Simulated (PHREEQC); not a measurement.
Consider water at 20 °C with 0.037 mol/kgw LiCl, 0.018 mol/kgw HBr and 4.9e-05 mol/kgw K2SO4. Closed to the air; pH follows from the charge balance.

Computed with PHREEQC (ion-association model, phreeqc.dat).

This is a speciation only: nothing precipitates in the calculation.

Question: What pH, specific conductance, density does the model give?

Answer: pH 1.81; specific conductance 9170 µS/cm; density 1.000 g/cm³.

Question: In which forms is S present?

Answer: SO4-2 55 %, HSO4- 41 %, LiSO4- 4.1 % of the S.
